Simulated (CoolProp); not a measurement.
Vapour-liquid equilibrium of CH2F2 (R32) (1) + R142b (2) at 312 K; x and y are mole fractions of (1).

Values from CoolProp's multi-fluid Helmholtz-energy mixture model, Tillner-Roth 1997 and Lemmon 2006; pair parameters Bell 2016.

```tsv
x	bubble pressure (MPa)	y at the bubble point	dew pressure at overall composition x (MPa)	liquid density (mol/L)
0.05	(withheld)	0.180	0.5299	10.92
0.2	(withheld)	0.500	0.6154	11.61
0.35	1.202	0.668	0.7325	12.37
0.5	1.489	0.772	(withheld)	13.22
0.65	1.763	(withheld)	1.162	14.19
0.8	(withheld)	0.912	1.585	15.33
0.95	(withheld)	0.977	2.198	16.73
```

Problem. What belongs in the gaps?

Solution. 
- 0.05, bubble pressure (MPa): 0.6023
- 0.2, bubble pressure (MPa): 0.9020
- 0.5, dew pressure at overall composition x (MPa): 0.9014
- 0.65, y at the bubble point: 0.847
- 0.8, bubble pressure (MPa): 2.032
- 0.95, bubble pressure (MPa): 2.312

No azeotrope shows between x = 0.05 and 0.95.

The pair parameters rest on a limited set of measurements; away from them the model extrapolates.
